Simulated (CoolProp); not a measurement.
Vapour-liquid equilibrium of CH2F2 (R32) (1) + R236FA (2) at 6.29 bar; x and y are mole fractions of (1).

The numbers come from the multi-fluid Helmholtz-energy mixture model, Tillner-Roth 1997 and Pan 2012; pair parameters Bell 2016 in CoolProp.

Task: Give the bubble temperature and the first vapour's composition at x = 0.25, 0.45, 0.95. Is there an azeotrope?

Result: x = 0.25: 27.8 °C, y = 0.603; x = 0.45: 13.8 °C, y = 0.809; x = 0.95: -6.3 °C, y = 0.991. No azeotrope shows between x = 0.05 and 0.95.

The pair parameters rest on a limited set of measurements; away from them the model extrapolates.
